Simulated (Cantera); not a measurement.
An isothermal, constant-pressure homogeneous reactor starts with 0.337 % CH₂O, 0.555 % O₂, 99.1 % N₂, at 1525 K and 4.34 atm.

Computed with Cantera and GRI-Mech 3.0 (53 species, 325 reactions).

Q: Predict: x(O₂) at 4.00 s; x(HO₂) at 4.00 s.

A: 
```json
{
  "x(O₂) at 4.00 s": "0.00218 (gas-phase equilibrium 0.00210)",
  "x(HO₂) at 4.00 s": "2.00e-9 (gas-phase equilibrium 1.94e-9)"
}
```
